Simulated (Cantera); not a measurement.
**SiO₂ + H₂ (hydrogen reduction and annealing atmospheres)**

Charge: 1 mol SiO₂, 2.4 mol H₂, equilibrated at 0.278 Torr.

Cantera equilibrium calculation (NASA polynomials, part measured and part estimated; ideal gas, pure solids and liquids). Candidate condensed phases: H₂O, Si, SiO₂; 18 gas species. Equilibrium is a limit: real reactors are often held back by kinetics, nucleation or transport.

```
T (°C)  x H₂  n SiO₂(α-quartz)  n SiO₂(β-quartz)
------  ----  ----------------  ----------------
350     1.00              1.00                 0
375     1.00              1.00                 0
400     1.00              1.00                 0
425     1.00              1.00                 0
450     1.00              1.00                 0
475     1.00              1.00                 0
500     1.00              1.00                 0
525     1.00              1.00                 0
550     1.00              1.00                 0
575     1.00                 0              1.00
```
x: gas mole fraction; n: condensed amount in mol.

From 350 °C to 550 °C the condensed part is SiO₂(α-quartz). At 575 °C the condensed part is SiO₂(β-quartz).
